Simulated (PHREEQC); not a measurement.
A solution holds 0.00018 mol Ca(OH)2 per kg of water, at 25 °C. Closed to the air; pH follows from the charge balance.

All values are PHREEQC results (Pitzer model, pitzer.dat), not measurements.

Each row changes one thing in this solution. No solid was allowed to form.

```
case                                        pH  SI of Portlandite (Ca(OH)2)
---------------------------------------  -----  ---------------------------
as made                                  10.54                        -5.52
Ca(OH)2 from 0.00018 to 3.6e-05 mol/kgw   9.85                        -7.57
temperature from 25 to 20 °C             10.71                        -5.51
Ca(OH)2 from 0.00018 to 0.00036 mol/kgw  10.83                        -4.64
diluted 2-fold with water                10.24                        -6.40
0.00016 mol/kgw KBr added                10.54                        -5.52
```
